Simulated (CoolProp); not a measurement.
Model: reference Helmholtz-energy equation of state, Fiedler 2023, in CoolProp.

**Question.** For tetrahydrofuran, give the phase and the cp (kJ/(kg K)), cv (kJ/(kg K)) at 206.6 K and 0.133 MPa; 504 K and 0.083 MPa; 227.9 K and 0.0114 MPa.

**Answer.** 
- 206.6 K and 0.133 MPa: liquid; cp 1.49, cv 1.01
- 504 K and 0.083 MPa: gas; cp 1.87, cv 1.75
- 227.9 K and 0.0114 MPa: liquid; cp 1.52, cv 1.03
